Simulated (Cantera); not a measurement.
**Thermodynamics of silicon etching in halogen gases, feed Si + HF**

A closed system holds: 1 mol Si, a varied amount of HF, equilibrated at 725 K and 0.0133 bar.

Method: chemical equilibrium by Gibbs-energy minimisation in Cantera with the NASA 1993 tables (ideal gas, pure condensed phases). Candidate condensed phases: Si; 25 gas species. Equilibrium is a limit: real reactors are often held back by kinetics, nucleation or transport.

```csv
n(HF) (mol),x HF,x H₂,x SiF₄,x SiHF₃,x SiH₂F₂,x SiF₃,x H₂F₂,n Si(s)
2.5,1.03e-7,0.664,0.327,0.00875,0.000148,2.74e-6,<1e-12,0.371
2.9,1.03e-7,0.664,0.327,0.00875,0.000148,2.74e-6,<1e-12,0.270
3.3,1.03e-7,0.664,0.327,0.00875,0.000148,2.74e-6,<1e-12,0.169
3.8,1.03e-7,0.664,0.327,0.00875,0.000148,2.74e-6,<1e-12,0.0436
4.3,0.0909,0.606,0.303,8.37e-9,<1e-12,2.74e-12,1.67e-8,0
5,0.250,0.500,0.250,2.07e-9,<1e-12,<1e-12,1.26e-7,0
5.7,0.362,0.426,0.213,1.04e-9,<1e-12,<1e-12,2.64e-7,0
6.6,0.464,0.357,0.179,5.69e-10,<1e-12,<1e-12,4.35e-7,0
7.5,0.538,0.308,0.154,3.64e-10,<1e-12,<1e-12,5.85e-7,0
8.7,0.610,0.260,0.130,2.29e-10,<1e-12,<1e-12,7.51e-7,0
9.9,0.663,0.225,0.112,1.58e-10,<1e-12,<1e-12,8.86e-7,0
11,0.700,0.200,0.100,1.18e-10,<1e-12,<1e-12,9.88e-7,0
```
x: gas mole fraction; n: condensed amount in mol.

From 2.5 mol HF to 3.8 mol HF the condensed part is Si(s). From 4.3 mol HF to 11 mol HF nothing is condensed. The main Si-bearing gas is SiF₄ throughout.
